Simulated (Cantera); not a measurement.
A closed system holds: 1 mol Si2Cl6, 13 mol N2, held at 1123 K and 1.60 mbar.

Equilibrium computed with Cantera from the NASA thermochemical tables; the gas is ideal and each condensed phase is pure. Candidate condensed phases: Si, Si3N4; 13 gas species. The feed counts by its element totals alone. N2 is the only nitrogen source here; it is nearly inert below about 1500 K, so the nitride shown seldom forms there in practice. The tables' values for SiCl3 are old estimates; treat these amounts as uncertain. Rates play no part.

Base state: N2 0.893, SiCl4 0.104, SiCl3 0.00220, SiCl2 0.000581 (mole fractions); condensed: Si3N4(s).

**Question.** What changes in the equilibrium state with this change: temperature from 1123 K to 1223 K?

**Answer.** 
| species | before | after |
|---|---|---|
| N2 | 0.893 | 0.890 |
| SiCl4 | 0.104 | 0.0951 |
| SiCl3 | 0.00220 | 0.00878 |
| SiCl2 | 0.000581 | 0.00646 |
| Si3N4(s), mol | 0.163 | 0.141 |
